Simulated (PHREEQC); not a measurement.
**Buffer: speciation**

Dissolve 24 mmol/kgw NaHCO3 and 0.53 mmol/kgw Na2SO4 at 25 °C. Closed to the air; pH follows from the charge balance.

All values are PHREEQC results (ion-association model, phreeqc.dat), not measurements.

No solid was allowed to form.

Q: Predict the pH.

A: pH 8.16.

Q: In which forms is S present?

A: SO4-2 94 %, NaSO4- 6.4 % of the S.

Species that the database lacks are ignored.
